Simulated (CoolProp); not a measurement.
Vapour-liquid equilibrium of ethylene (1) + 1-butene (2) at 0.0219 MPa; x and y are mole fractions of (1).

Values from CoolProp's multi-fluid Helmholtz-energy mixture model, Smukala 2000 and Lemmon 2005; pair parameters Bell 2016.

```csv
x,bubble temperature (°C),y at the bubble point,dew temperature at overall composition x (°C),liquid density (mol/L)
0.05,-77.0,0.914,-40.9,12.76
0.2,-103.7,0.994,-44.0,14.13
0.35,-112.4,0.998,-47.7,15.27
0.5,-117.4,0.999,-52.1,16.47
0.65,-120.7,1.000,-57.7,17.76
0.8,-123.3,1.000,-65.9,19.19
0.95,-125.3,1.000,-83.3,20.77
```

No azeotrope shows between x = 0.05 and 0.95.

Pair parameters are fitted to limited data, so mixtures are less certain than the pure fluids.
